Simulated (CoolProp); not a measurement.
Computed with CoolProp (reference Helmholtz-energy equation of state, Zhou 2012).

### Question
Give the vapour pressure (MPa), liquid cp (kJ/(kg K)), vapour Z, vapour viscosity (µPa s) of saturated p-xylene at 391.2, 405.3 K.

### Answer
```csv
T (K),p (MPa),liquid cp (kJ/(kg K)),vapour Z,vapour viscosity (µPa s)
391.2,0.0570,2.04,0.968,8.33
405.3,0.0857,2.09,0.958,8.60
```

Viscosity comes from a separate model (Balogun 2015).
